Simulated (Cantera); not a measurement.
Input (Python, Cantera):

```python
import numpy as np
import cantera as ct

surf = ct.Interface("ptcombust.yaml", "Pt_surf")
gas = surf.adjacent["gas"]
gas.TPX = 300, 43000, {'CH4': 0.018, 'O2': 0.12, 'N2': 0.79}
jet = ct.ImpingingJet(gas=gas, width=0.043, surface=surf)
jet.inlet.mdot, jet.inlet.T, jet.inlet.X = 0.038, 300, {'CH4': 0.018, 'O2': 0.12, 'N2': 0.79}
jet.set_refine_criteria(ratio=10, slope=0.2, curve=0.3)
show, cover = ['CH4', 'O2', 'H2O', 'OH', 'CO', 'CO2'], ["PT(S)", "H(S)", "O(S)", "OH(S)", "CO(S)", "C(S)"]

rows = []
print(f"{'Ts/K':>7s}" + "".join(f"{s:>11s}" for s in show + cover) + "   (gas at the wall, coverages)")
for i, Ts in enumerate([900, 950, 1000, 1050, 1100, 1150, 1200]):
    jet.surface.T = Ts
    if i == 0:
        surf.TP = Ts, 43000
        surf.coverages = "PT(S):0.5, O(S):0.5"
        surf.advance_coverages(1.0)
        jet.set_initial_guess(products="inlet")
    jet.solve(loglevel=0, auto=(i == 0))
    rows.append([*(jet.X[gas.species_index(s), -1] for s in show), *surf[cover].coverages])
    print(f"{Ts:7g}" + "".join(f"{x:11.3e}" for x in rows[-1]))
```

It prints:

```
   Ts/K        CH4         O2        H2O         OH         CO        CO2      PT(S)       H(S)       O(S)      OH(S)      CO(S)       C(S)   (gas at the wall, coverages)
    900  9.510e-03  1.083e-01  1.844e-02  1.711e-08  2.944e-06  1.207e-02  1.304e-01  7.299e-08  8.676e-01  1.988e-03  7.287e-06  2.591e-08
    950  5.961e-03  1.008e-01  2.499e-02  5.134e-08  2.534e-06  1.635e-02  1.852e-01  1.983e-07  8.126e-01  2.179e-03  5.088e-06  2.434e-08
   1000  3.778e-03  9.620e-02  2.897e-02  1.348e-07  2.146e-06  1.897e-02  2.444e-01  4.357e-07  7.535e-01  2.159e-03  3.298e-06  2.061e-08
   1050  2.512e-03  9.361e-02  3.120e-02  3.169e-07  1.879e-06  2.043e-02  3.053e-01  8.338e-07  6.926e-01  2.031e-03  2.132e-06  1.695e-08
   1100  1.497e-03  9.181e-02  3.285e-02  7.274e-07  3.268e-06  2.129e-02  3.668e-01  1.462e-06  6.314e-01  1.871e-03  1.421e-06  1.190e-08
   1150  8.901e-04  9.054e-02  3.403e-02  1.441e-06  4.114e-06  2.200e-02  4.274e-01  2.394e-06  5.709e-01  1.699e-03  9.809e-07  8.069e-09
   1200  4.416e-04  8.952e-02  3.507e-02  2.680e-06  4.904e-06  2.256e-02  4.863e-01  3.727e-06  5.122e-01  1.531e-03  6.856e-07  4.472e-09
```

Detailed kinetics in Cantera: Deutschmann's 1995 Pt surface mechanism with GRI-Mech 3.0 gas chemistry. Catalytic surfaces can have several steady states; this one follows from the mechanism file's or the stated starting coverage.
